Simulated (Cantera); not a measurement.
Input (Python, Cantera) and output of one run.

```python
import numpy as np
import cantera as ct

gas_names = """
    C CO CO2 C2 C2O C3 C3O2 C4 C5 O O2 O3 Ti TiO TiO2
""".split()
cond_names = """
    C(gr) Ti(a) Ti(b) Ti(L) TiC(s) TiC(L) TiO(a) TiO(b) TiO(L) TiO2(ru) TiO2(L) Ti2O3(a) Ti2O3(b)
    Ti2O3(L) Ti3O5(a) Ti3O5(b) Ti3O5(L) Ti4O7(s) Ti4O7(L)
""".split()


# ... load() reads the species with a 1 bar reference pressure and builds the phases ...
atoms = {
    'TiO2': {'Ti': 1, 'O': 2},
    'CO': {'C': 1, 'O': 1},
}
top_T = {'C(gr)': 4500}  # K; cautious upper limits of use, not melting points


# ... equilibrate(T, P, feed) seeds the gas with the atoms and calls Mixture.equilibrate('TP', solver="vcs", rtol=1e-11, max_steps=5000) ...
results = []
feed = {'TiO2': 1, 'CO': 14}  # mol
T = 2550  # K
P = 410  # Pa
mix = equilibrate(T, P, feed)
results.append((T, P, feed, dict(zip(mix.species_names, mix.species_moles))))
print(gas.report(threshold=0.0001))
for i in range(1, mix.n_phases):
    print(f"{mix.phase(i).name:16s} {mix.phase_moles(i):12.5e} mol")
```

Result:

```
       temperature   2550 K
          pressure   410 Pa
           density   0.00058035 kg/m^3
  mean mol. weight   30.011 kg/kmol
   phase of matter   gas

                          1 kg             1 kmol
                     ---------------   ---------------
          enthalpy       -1.2727e+06       -3.8196e+07  J
   internal energy       -1.9792e+06       -5.9398e+07  J
           entropy             10658        3.1984e+05  J/K
    Gibbs function        -2.845e+07        -8.538e+08  J
 heat capacity c_p              1263             37904  J/K
 heat capacity c_v            985.96             29589  J/K

                      mass frac. Y      mole frac. X     chem. pot. / RT
                     ---------------   ---------------   ---------------
                CO           0.87763           0.94032           -39.329
               CO2          0.025967          0.017707           -61.171
                 O          0.002159         0.0040499           -21.842
                O2        0.00021059        0.00019751           -43.683
               TiO          0.025273          0.011876           -40.926
              TiO2          0.068726          0.025825           -62.768
     [   +9 minor]        3.1493e-05        1.9745e-05

C(gr)             0.00000e+00 mol
Ti(L)             0.00000e+00 mol
TiC(s)            0.00000e+00 mol
TiO(L)            0.00000e+00 mol
TiO2(L)           0.00000e+00 mol
Ti2O3(L)          0.00000e+00 mol
Ti3O5(L)          1.49590e-01 mol
Ti4O7(L)          0.00000e+00 mol
```

These are equilibrium values from Cantera (NASA tables, ideal gas, pure condensed phases), not measurements of a reactor.
